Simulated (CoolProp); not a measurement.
Saturation properties of oxygen (Tc = 154.6 K, pc = 5.046 MPa, ω = 0.022).

Model: reference Helmholtz-energy equation of state, Schmidt 1985, in CoolProp.

```tsv
T (K)	p (MPa)	liquid density (kg/m³)	liquid cp (kJ/(kg K))	surface tension (mN/m)
71.2	0.007758	1231	1.678	18.0
74.2	0.01282	1218	1.679	17.2
77.2	0.02030	1204	1.680	16.5
80.1	0.03053	1190	1.682	15.7
83.1	0.04509	1176	1.685	14.9
86.1	0.06465	1161	1.690	14.2
89.1	0.09030	1147	1.697	13.4
92	0.1220	1132	1.705	12.7
95	0.1631	1117	1.715	12.0
98	0.2140	1101	1.728	11.2
101	0.2760	1086	1.743	10.5
```

It boils at 90.2 K under 1 atm.

Surface tension comes from a separate correlation (Mulero 2012).
